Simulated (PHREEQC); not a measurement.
Synthetic water in mg/kgw, 74 °C, pH 6.14, pe 1.1:

```json
[
 {"constituent": "Na", "mg/kgw": "1.55"},
 {"constituent": "K", "mg/kgw": "0.00532"},
 {"constituent": "Ca", "mg/kgw": "13.5"},
 {"constituent": "Mg", "mg/kgw": "1.05"},
 {"constituent": "Cl", "mg/kgw": "7.87"},
 {"constituent": "S(6) as SO4", "mg/kgw": "0.0286"},
 {"constituent": "Alkalinity as HCO3", "mg/kgw": "37.9"},
 {"constituent": "Sr", "mg/kgw": "0.847"},
 {"constituent": "B", "mg/kgw": "0.000976"}
]
```

Cl is adjusted to close the charge balance.
Valence states are taken as typed.

The numbers come from PHREEQC with the ion-association model, phreeqc.dat.

No solid was allowed to form.

Question: What specific conductance does the model give?

Answer: specific conductance 208 µS/cm.

Question: In which forms is C present?

Answer: CO2 59 %, HCO3- 41 % of the C.

Species that the database lacks are ignored. Constants without temperature data keep their 25 °C values here.
